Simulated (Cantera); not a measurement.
Charge: 1 mol Si, 2.7 mol SF₆, 3.5 mol NF₃, equilibrated at 502 °C and 0.518 Torr.

Cantera equilibrium calculation (NASA polynomials, part measured and part estimated; ideal gas, pure solids and liquids). Candidate condensed phases: S, Si, Si₃N₄; 29 gas species. Rates play no part.

Base state: SF₆ 0.293, F₂ 0.292, N₂ 0.189, F 0.115, SiF₄ 0.109, NF₃ 0.00181 (mole fractions); condensed: gas only.

**Question.** What changes in the equilibrium state with this change: temperature from 502 °C to 875 °C?

**Answer.** 
```csv
species,before,after
F,0.115,0.542
SF₆,0.293,0.226
N₂,0.189,0.147
F₂,0.292,0.00162
SiF₄,0.109,0.0838
NF₃,0.00181,<1e-9
SF₄,<1e-9,3.55e-5
```

**Question.** What changes in the equilibrium state with this change: temperature from 502 °C to 800 °C?

**Answer.** 
| species | before | after |
|---|---|---|
| F | 0.115 | 0.536 |
| SF₆ | 0.293 | 0.227 |
| N₂ | 0.189 | 0.147 |
| F₂ | 0.292 | 0.00533 |
| SiF₄ | 0.109 | 0.0841 |
| NF₃ | 0.00181 | 1.46e-8 |

**Question.** What changes in the equilibrium state with this change: temperature from 502 °C to 250 °C?

**Answer.** 
```tsv
species	before	after
SF₆	0.293	0.409
NF₃	0.00181	0.318
SiF₄	0.109	0.151
F₂	0.292	0.0157
F	0.115	6.16e-5
N₂	0.189	0.106
```
